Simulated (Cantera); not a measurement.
Input: 1 mol PbO, 1.9 mol CO, 4.8 mol C, equilibrated at 1323.15 K.

Cantera equilibrium calculation (NASA polynomials, part measured and part estimated; ideal gas, pure solids and liquids). Candidate condensed phases: C, Pb, PbO, PbO2, Pb3O4; 15 gas species. Equilibrium is a limit: real reactors are often held back by kinetics, nucleation or transport.

Question: Which condensed phases are stable at each of these points (P (Pa)): 10, 52, 270, 1400, 7200, 37000, 190000, 1000000?

Answer: 
| P (Pa) | condensed phases | Pb condensed (%) |
|---|---|---|
| 10 | C(graphite) | 0.0 |
| 52 | C(graphite) | 0.0 |
| 270 | C(graphite) | 0.0 |
| 1400 | C(graphite) + Pb(l) | 2.5 |
| 7200 | C(graphite) + Pb(l) | 85.1 |
| 37000 | C(graphite) + Pb(l) | 97.2 |
| 190000 | C(graphite) + Pb(l) | 99.5 |
| 1000000 | C(graphite) + Pb(l) | 99.9 |

From 10.0 Pa to 270 Pa the condensed part is C(graphite). From 1400 Pa to 1000000 Pa the condensed part is C(graphite) + Pb(l).
